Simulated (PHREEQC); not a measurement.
A made-up water analysis in mmol/kgw, 20 °C, pH 6.37, pe -0.8: Na 3.59; K 0.711; Ca 4.65; Mg 3.17; Cl 4.34; S(6) 1.22; Alkalinity (meq/kgw) 13.1; Mn(2) 0.283; Li 0.154; Br 0.00622; B 0.6; Si 0.019.

Valence states are taken as typed.

Equilibrium calculation in PHREEQC: ion-association model, phreeqc.dat.

No solid was allowed to form.

Problem. Order these Ca species by the share of Ca that they hold, largest first: Ca+2, CaSO4, CaHCO3+.

Solution. Ca+2 (89 %), CaHCO3+ (7.1 %), CaSO4 (4.0 %)

The pH is 6.37 and the ionic strength 0.0268 mol/kgw. Examples of supersaturated solids here: Rhodochrosite. Others may be too.
